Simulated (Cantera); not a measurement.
# Stirred combustor or abatement burner

A perfectly stirred reactor is fed with CO : H2 : CH4 : O2 : N2 = 1 : 0.18 : 0.083 : 0.849 : 3.19 (molar parts), equivalence ratio 0.89, at 10.0 bar; it is adiabatic with a 498 K inlet, and is followed from long to short residence time, starting on the burning branch (τ in s: 0.024, 0.0093, 0.0036, 0.0014, 0.00054, 0.00021, 8e-05, 3.1e-05, 1.2e-05).

Model: GRI-Mech 3.0 (53 species, 325 reactions), integrated in Cantera.

| τ (s) | T (K) | x CO | x H2 | x CH4 | x OH | x H | x C2H4 |
|---|---|---|---|---|---|---|---|
| 0.024 | 2449 | 0.0133 | 0.000720 | 2.47e-7 | 0.00341 | 0.000179 | <1e-12 |
| 0.0093 | 2446 | 0.0140 | 0.000752 | 6.13e-7 | 0.00352 | 0.000194 | 5.05e-12 |
| 0.0036 | 2437 | 0.0155 | 0.000830 | 1.47e-6 | 0.00373 | 0.000230 | 2.68e-11 |
| 0.0014 | 2414 | 0.0188 | 0.00100 | 3.31e-6 | 0.00410 | 0.000315 | 1.16e-10 |
| 0.00054 | 2368 | 0.0248 | 0.00133 | 7.03e-6 | 0.00471 | 0.000515 | 3.82e-10 |
| 0.00021 | 2295 | 0.0338 | 0.00185 | 1.43e-5 | 0.00546 | 0.000930 | 9.99e-10 |
| 8.0e-5 | 2191 | 0.0461 | 0.00255 | 3.02e-5 | 0.00614 | 0.00170 | 2.48e-9 |
| 3.1e-5 | 2054 | 0.0621 | 0.00333 | 7.02e-5 | 0.00629 | 0.00284 | 6.86e-9 |
| 1.2e-5 | 1828 | 0.0915 | 0.00413 | 0.000247 | 0.00485 | 0.00349 | 3.65e-8 |
x: mole fraction; the columns are a selection and need not sum to one.
